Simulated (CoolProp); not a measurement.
Properties of CH2F2 (R32) along the isotherm 435 K.

The numbers come from the reference Helmholtz-energy equation of state, Tillner-Roth 1997 in CoolProp.

```json
[
 {"p (bar)": "26.3", "phase": "gas", "Joule-Thomson coefficient (K/MPa)": "7.447", "expansivity (1/kK)": "?"},
 {"p (bar)": "52.6", "phase": "gas", "Joule-Thomson coefficient (K/MPa)": "?", "expansivity (1/kK)": "4.269"},
 {"p (bar)": "78.9", "phase": "supercritical", "Joule-Thomson coefficient (K/MPa)": "6.409", "expansivity (1/kK)": "5.843"},
 {"p (bar)": "105", "phase": "supercritical", "Joule-Thomson coefficient (K/MPa)": "5.560", "expansivity (1/kK)": "?"},
 {"p (bar)": "131", "phase": "supercritical", "Joule-Thomson coefficient (K/MPa)": "4.481", "expansivity (1/kK)": "9.259"},
 {"p (bar)": "158", "phase": "supercritical", "Joule-Thomson coefficient (K/MPa)": "3.344", "expansivity (1/kK)": "?"},
 {"p (bar)": "184", "phase": "supercritical", "Joule-Thomson coefficient (K/MPa)": "2.466", "expansivity (1/kK)": "?"},
 {"p (bar)": "210", "phase": "supercritical", "Joule-Thomson coefficient (K/MPa)": "1.839", "expansivity (1/kK)": "7.245"},
 {"p (bar)": "237", "phase": "supercritical", "Joule-Thomson coefficient (K/MPa)": "?", "expansivity (1/kK)": "6.200"},
 {"p (bar)": "263", "phase": "supercritical", "Joule-Thomson coefficient (K/MPa)": "1.080", "expansivity (1/kK)": "5.417"},
 {"p (bar)": "289", "phase": "supercritical", "Joule-Thomson coefficient (K/MPa)": "?", "expansivity (1/kK)": "4.809"}
]
```

### Question
Fill in the missing entries.

### Answer

- 26.3, expansivity (1/kK): 3.126
- 52.6, Joule-Thomson coefficient (K/MPa): 7.011
- 105, expansivity (1/kK): 7.746
- 158, expansivity (1/kK): 9.396
- 184, expansivity (1/kK): 8.426
- 237, Joule-Thomson coefficient (K/MPa): 1.388
- 289, Joule-Thomson coefficient (K/MPa): 0.8536
